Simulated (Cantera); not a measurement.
Cantera run:

```python
import numpy as np
import cantera as ct

gas_names = """
    H HO2 H2 H2O H2O2 H2S H2SO4 Mg MgH MgO MgOH MgO2H2 MgS Mg2 O OH O2 O3 S SH SO SO2 SO3 S2 S2O S8
""".split()
cond_names = """
    H2O(s) H2O(L) H2SO4(L) Mg(cr) Mg(L) MgO(s) MgO(L) MgO2H2(s) MgS(s) MgSO4(s) MgSO4(L) S(cr1) S(cr2)
    S(L)
""".split()


def load(file, names, dense=False):
    # The tables refer to 1 bar. Condensed volumes are neglected.
    table = {s.name: s for s in ct.Species.list_from_file(file)}
    out = []
    for n in names:
        d = dict(table[n].input_data)
        d["thermo"] = dict(d["thermo"], **{"reference-pressure": 1e5})
        if dense:
            d["equation-of-state"] = {"model": "constant-volume", "density": "1e6 g/cm^3"}
        out.append(ct.Species.from_dict(d))
    return out


gas = ct.Solution(thermo="ideal-gas", species=load("nasa_gas.yaml", gas_names))
cond = {s.name: ct.Solution(thermo="fixed-stoichiometry", species=[s], name=s.name)
        for s in load("nasa_condensed.yaml", cond_names, dense=True)}
atoms = {
    'MgO': {'Mg': 1, 'O': 1},
    'H2S': {'H': 2, 'S': 1},
    'O2': {'O': 2},
}
top_T = {'MgS(s)': 2250}  # K; cautious upper limits of use, not melting points


def equilibrate(T, P, feed):
    n = {}
    for name, mol in feed.items():
        for a, k in atoms[name].items():
            n[a] = n.get(a, 0.0) + k * mol
    gas.TPX = T, P, n
    mass = sum(n.values()) * gas.mean_molecular_weight
    gas.equilibrate("TP")
    valid = [c for c in cond.values() if c.min_temp <= T <= top_T.get(c.name, c.max_temp)]
    mix = ct.Mixture([(gas, mass / gas.mean_molecular_weight)] + [(c, 0.0) for c in valid])
    mix.T, mix.P = T, P
    mix.equilibrate("TP", solver="vcs", rtol=1e-11, max_steps=5000)
    return mix


results = []
feed = {'MgO': 1, 'H2S': 0.2, 'O2': 0.39}  # mol
T = 1475  # K
P = 13332.2  # Pa
mix = equilibrate(T, P, feed)
results.append((T, P, feed, dict(zip(mix.species_names, mix.species_moles))))
print(gas.report(threshold=0.0001))
for i in range(1, mix.n_phases):
    print(f"{mix.phase(i).name:16s} {mix.phase_moles(i):12.5e} mol")
```

Result:

```
       temperature   1475 K
          pressure   13332 Pa
           density   0.042862 kg/m^3
  mean mol. weight   39.427 kg/kmol
   phase of matter   gas

                          1 kg             1 kmol
                     ---------------   ---------------
          enthalpy       -4.2849e+06       -1.6894e+08  J
   internal energy        -4.596e+06       -1.8121e+08  J
           entropy            7827.4        3.0861e+05  J/K
    Gibbs function        -1.583e+07       -6.2415e+08  J
 heat capacity c_p            1247.6             49191  J/K
 heat capacity c_v            1036.8             40876  J/K

                      mass frac. Y      mole frac. X     chem. pot. / RT
                     ---------------   ---------------   ---------------
               H2O           0.18669           0.40859           -48.846
                OH        8.7354e-05        0.00020251           -32.284
                O2           0.14812           0.18251           -31.445
               SO2           0.65963             0.406           -61.531
               SO3         0.0054724         0.0026951           -77.253
     [  +21 minor]        2.5754e-06         7.823e-06

Mg(L)             0.00000e+00 mol
MgO(s)            1.00000e+00 mol
MgS(s)            0.00000e+00 mol
MgSO4(L)          0.00000e+00 mol
S(L)              0.00000e+00 mol
```

Method: chemical equilibrium by Gibbs-energy minimisation in Cantera with the NASA 1993 tables (ideal gas, pure condensed phases).
